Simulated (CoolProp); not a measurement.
The fluoroketone C6F12O (FK-5-1-12) at several states: density (kg/m³) from the reference equation and from simpler models built on Tc = 441.8 K, pc = 1.869 MPa, ω = 0.471; each cubic takes its own stable root.

Computed with CoolProp (reference Helmholtz-energy equation of state, McLinden 2015).

```
T (K)  p (MPa)   phase  reference  van der Waals  Peng-Robinson
-----  -------  ------  ---------  -------------  -------------
439     0.0897     gas      7.904          7.882          7.915
197.8   0.0548  liquid       1881           1084           1876
385.2     3.53  liquid       1336          854.6           1368
318.5     5.27  liquid       1569          980.9           1636
427.8     4.05  liquid       1159          791.5           1146
315.4    0.366  liquid       1551          51.80           1602
```

At some of these states van der Waals gives the other phase, because its saturation line lies elsewhere.
